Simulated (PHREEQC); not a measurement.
A PHREEQC input (ion-association model, phreeqc.dat):

```
SOLUTION 1
  temp 25
  units mg/dL
  pH 6.21
  pe -1.3
  Na 0.0238
  K 0.0528
  Ca 0.0125
  Mg 0.0148
  Cl 0.102
  S(6) 0.0342 as SO4
  Alkalinity 0.0442 as HCO3
  Br 0.000491
  Si 0.000631 as SiO2
  Zn 0.000371
END
USE solution 1
EQUILIBRIUM_PHASES 1
  CO2(g) -3.4 10
END
```

It stops with these messages:

```
ERROR: Calculations terminating due to input errors.
```

The fault: a unit that the program doesn't know. The line should read `units mg/kgw` where the input has `units mg/dL`. With the mend the run ends at pH 5.67 and ionic strength 7.69e-6 mol/kgw.
